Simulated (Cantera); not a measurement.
Feed: 1 mol C2H4, 0.59 mol NH3, held at 113 Torr.

Method: chemical equilibrium by Gibbs-energy minimisation in Cantera with the NASA 1993 tables (ideal gas, pure condensed phases). Candidate condensed phases: C, C6H6, C7H8, C8H18; 92 gas species. The numbers say what is thermodynamically allowed, not how fast it happens.

Q: At 1473 K, list the 5 most abundant gas species with their mole fractions, and the condensed phases.

A: H2 0.907, N2 0.0927, CH4 0.000362, HCN 0.000252, H 3.11e-5. Condensed: C(graphite).
